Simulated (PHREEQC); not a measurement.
Consider water at 25 °C with 0.014 mol/kgw HNO3 and 1.6e-06 mol/kgw CaSO4. Closed to the air; pH follows from the charge balance.

Computed with PHREEQC (ion-association model, phreeqc.dat).

```
quantity                    before    after
-------------------------  -------  -------
pH                            1.90     2.19
SO4-2 (mol/kgw)            8.57e-7  1.08e-6
HSO4- (mol/kgw)            7.43e-7  5.23e-7
SI of Gypsum (CaSO4:2H2O)    -7.69    -7.48
```

Question: Which change was made?
A. HNO3 left out
B. HNO3 from 0.014 to 0.007 mol/kgw
C. temperature from 25 to 20 °C
D. temperature from 25 to 50 °C
E. diluted 2-fold with water

Answer: B, HNO3 from 0.014 to 0.007 mol/kgw

Precipitation was switched off in this run.
